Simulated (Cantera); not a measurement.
Mixture: 33.5 % H2, 14.0 % O2, 52.6 % N2, equivalence ratio 1.2, at 100000 Pa, adiabatic and at constant volume. Ignition delay is the time to a rise of 400 K.

Computed with Cantera and GRI-Mech 3.0 (53 species, 325 reactions). Below about 950 K walls govern HO2 and H2O2 in real vessels.

Predict: delay at 875 K; delay at 975 K; delay at 1075 K; delay at 1175 K; apparent activation energy between 1125 and 1225 K.


```json
{
  "delay at 875 K": "0.590 s",
  "delay at 975 K": "0.750 ms",
  "delay at 1075 K": "0.110 ms",
  "delay at 1175 K": "52.4 µs",
  "apparent activation energy between 1125 and 1225 K": "69 kJ/mol"
}
```
